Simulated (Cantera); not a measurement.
Input (Python, Cantera):

```python
import numpy as np
import cantera as ct

gas = ct.Solution("gri30.yaml")
gas.TPX = 475, 500000, {'CH4': 1, 'O2': 2.82, 'N2': 10.6}
inlet = ct.Reservoir(gas, clone=True)
gas.equilibrate("HP")  # start burning
reactor = ct.IdealGasConstPressureReactor(gas, energy="on", clone=False)
exhaust = ct.Reservoir(gas, clone=True)
tau = [0.098, 0.027, 0.0076, 0.0021, 0.00058, 0.00016, 4.5e-05, 1.3e-05, 3.5e-06][0]
for a, b in ((inlet, reactor), (reactor, exhaust)):
    ct.MassFlowController(a, b, mdot=lambda t: reactor.mass / tau)
net = ct.ReactorNet([reactor])
show = ['CH4', 'O2', 'C2H', 'HO2', 'C2H2', 'OH']

rows = []
print(f"{'tau/s':>10s}{'T/K':>9s}" + "".join(f"{s:>11s}" for s in show))
for tau in [0.098, 0.027, 0.0076, 0.0021, 0.00058, 0.00016, 4.5e-05, 1.3e-05, 3.5e-06]:
    net.initial_time = 0.0
    net.advance(30 * tau)
    before = gas.X
    net.advance(40 * tau)
    drift = np.max(np.abs(gas.X - before) / (gas.X + 1e-9))
    rows.append([gas.T, *gas[show].X, drift])
    print(f"{tau:10.3e}{gas.T:9.1f}" + "".join(f"{x:11.3e}" for x in gas[show].X))
```

Output:

```
     tau/s      T/K        CH4         O2        C2H        HO2       C2H2         OH
 9.800e-02   1989.4  2.587e-06  5.656e-02  2.742e-13  1.932e-06  2.175e-10  1.173e-03
 2.700e-02   1987.5  8.100e-06  5.667e-02  2.519e-12  2.290e-06  1.787e-09  1.317e-03
 7.600e-03   1982.1  2.168e-05  5.684e-02  1.519e-11  3.376e-06  8.711e-09  1.644e-03
 2.100e-03   1969.5  5.334e-05  5.726e-02  6.439e-11  6.379e-06  2.797e-08  2.223e-03
 5.800e-04   1942.4  1.301e-04  5.839e-02  2.131e-10  1.384e-05  7.230e-08  2.998e-03
 1.600e-04   1885.6  3.520e-04  6.140e-02  6.362e-10  3.218e-05  1.985e-07  3.657e-03
 4.500e-05    475.0  6.935e-02  1.956e-01  4.011e-47  5.840e-18  9.350e-19  3.101e-26
 1.300e-05    475.0  6.935e-02  1.956e-01 -7.361e-51  1.911e-19  3.059e-20  8.874e-28
 3.500e-06    475.0  6.935e-02  1.956e-01  1.705e-53  2.375e-22  3.716e-23  1.228e-30
```

Detailed kinetics in Cantera: GRI-Mech 3.0 (53 species, 325 reactions).
